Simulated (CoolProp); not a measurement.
Vapour-liquid equilibrium of R13 (1) + R11 (2) at 0.258 MPa; x and y are mole fractions of (1).

Values from CoolProp's multi-fluid Helmholtz-energy mixture model, Platzer 1990 and Jacobsen 1992; pair parameters Bell 2016. This equation is an older, rougher fit; its heat capacities, sound speeds and derivatives of the liquid may be far off and weren't checked against measurements.

```json
[
 {"x": "0.05", "bubble temperature (K)": "288.8", "y at the bubble point": "0.705", "dew temperature at overall composition x (K)": "324.4", "liquid density (mol/L)": "10.97"},
 {"x": "0.125", "bubble temperature (K)": "258.1", "y at the bubble point": "0.924", "dew temperature at overall composition x (K)": "321.5", "liquid density (mol/L)": "11.61"},
 {"x": "0.2", "bubble temperature (K)": "243.5", "y at the bubble point": "0.966", "dew temperature at overall composition x (K)": "318.4", "liquid density (mol/L)": "11.98"},
 {"x": "0.275", "bubble temperature (K)": "235.2", "y at the bubble point": "0.980", "dew temperature at overall composition x (K)": "315.1", "liquid density (mol/L)": "12.26"},
 {"x": "0.35", "bubble temperature (K)": "229.9", "y at the bubble point": "0.987", "dew temperature at overall composition x (K)": "311.6", "liquid density (mol/L)": "12.50"},
 {"x": "0.425", "bubble temperature (K)": "226.1", "y at the bubble point": "0.990", "dew temperature at overall composition x (K)": "307.8", "liquid density (mol/L)": "12.70"},
 {"x": "0.5", "bubble temperature (K)": "223.3", "y at the bubble point": "0.993", "dew temperature at overall composition x (K)": "303.5", "liquid density (mol/L)": "12.89"},
 {"x": "0.575", "bubble temperature (K)": "221.1", "y at the bubble point": "0.994", "dew temperature at overall composition x (K)": "298.8", "liquid density (mol/L)": "13.06"},
 {"x": "0.65", "bubble temperature (K)": "219.2", "y at the bubble point": "0.995", "dew temperature at overall composition x (K)": "293.4", "liquid density (mol/L)": "13.22"},
 {"x": "0.725", "bubble temperature (K)": "217.5", "y at the bubble point": "0.996", "dew temperature at overall composition x (K)": "287.0", "liquid density (mol/L)": "13.37"},
 {"x": "0.8", "bubble temperature (K)": "215.8", "y at the bubble point": "0.997", "dew temperature at overall composition x (K)": "279.0", "liquid density (mol/L)": "13.50"},
 {"x": "0.875", "bubble temperature (K)": "214.2", "y at the bubble point": "0.998", "dew temperature at overall composition x (K)": "268.3", "liquid density (mol/L)": "13.63"},
 {"x": "0.95", "bubble temperature (K)": "212.4", "y at the bubble point": "0.999", "dew temperature at overall composition x (K)": "250.2", "liquid density (mol/L)": "13.75"}
]
```

No azeotrope shows between x = 0.05 and 0.95.

Pair parameters are fitted to limited data, so mixtures are less certain than the pure fluids. With so large a gap from Raoult's law the liquid may split in two, which this calculation doesn't test in full.
